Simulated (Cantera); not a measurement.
Mixture: CH3OH : O2 : N2 : CO2 = 1 : 2.63 : 15.3 : 1 (molar parts), equivalence ratio 0.57, at 7.80 bar, adiabatic and at constant volume. Ignition delay is the time to a rise of 400 K.

Cantera simulation using GRI-Mech 3.0 (53 species, 325 reactions); the numbers are that mechanism's predictions, not measurements. GRI-Mech 3.0 was tuned for natural gas; its chemistry of methanol as a main component is partial and can be far from experiment.

**Question.** Predict: delay at 1098 K; delay at 1173 K; delay at 1248 K; delay at 1323 K; delay at 1398 K; delay at 1473 K; apparent activation energy between 1323 and 1473 K.

**Answer.** 
```
Quantity                                                 Value
--------------------------------------------------  ----------
delay at 1098 K                                        14.8 ms
delay at 1173 K                                        3.56 ms
delay at 1248 K                                        1.04 ms
delay at 1323 K                                       0.357 ms
delay at 1398 K                                       0.143 ms
delay at 1473 K                                        64.8 µs
apparent activation energy between 1323 and 1473 K  180 kJ/mol
```
